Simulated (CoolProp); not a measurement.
Saturation properties of sulfur hexafluoride.

Computed with CoolProp (reference Helmholtz-energy equation of state, Guder 2009).

| T (K) | p (bar) | vapour density (kg/m³) | liquid conductivity (mW/(m K)) |
|---|---|---|---|
| 244.4 | 5.143 | 42.17 | 70.7 |
| 247.4 | 5.701 | 46.66 | 69.8 |
| 250.5 | 6.323 | 51.71 | 68.9 |
| 253.5 | 6.972 | 57.02 | 68.0 |
| 256.6 | 7.693 | 62.97 | 67.0 |
| 259.6 | 8.443 | 69.23 | 66.1 |
| 262.7 | 9.272 | 76.25 | 65.1 |
| 265.7 | 10.13 | 83.63 | 64.2 |
| 268.8 | 11.08 | 91.92 | 63.2 |
| 271.9 | 12.09 | 100.9 | 62.1 |
| 274.9 | 13.13 | 110.5 | 61.1 |
| 278 | 14.28 | 121.2 | 60.1 |
| 281 | 15.46 | 132.6 | 59.1 |

Thermal conductivity comes from a separate model (Assael 2012).
